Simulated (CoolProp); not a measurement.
Vapour-liquid equilibrium of propylene (1) + 1-butene (2) at 23.85 °C; x and y are mole fractions of (1).

The numbers come from the multi-fluid Helmholtz-energy mixture model, Lemmon 2013 and Lemmon 2005; pair parameters Bell 2016 in CoolProp.

| x | bubble pressure, mixture model (MPa) | bubble pressure, Raoult's law (MPa) | y, mixture model | y, Raoult's law |
|---|---|---|---|---|
| 0.05 | 0.3248 | 0.3287 | 0.150 | 0.171 |
| 0.15 | 0.4013 | 0.4122 | 0.370 | 0.408 |
| 0.25 | 0.4791 | 0.4957 | 0.523 | 0.566 |
| 0.35 | 0.5584 | 0.5791 | 0.636 | 0.678 |
| 0.45 | 0.6392 | 0.6626 | 0.724 | 0.762 |
| 0.55 | 0.7217 | 0.7461 | 0.794 | 0.827 |
| 0.65 | 0.8062 | 0.8296 | 0.852 | 0.879 |
| 0.75 | 0.8929 | 0.9130 | 0.902 | 0.921 |
| 0.85 | 0.9821 | 0.9965 | 0.945 | 0.957 |
| 0.95 | 1.074 | 1.080 | 0.982 | 0.987 |

The largest gap from Raoult's law is -3.6 % in bubble pressure, at x = 0.35. No azeotrope shows between x = 0.05 and 0.95.

The pair parameters rest on a limited set of measurements; away from them the model extrapolates.
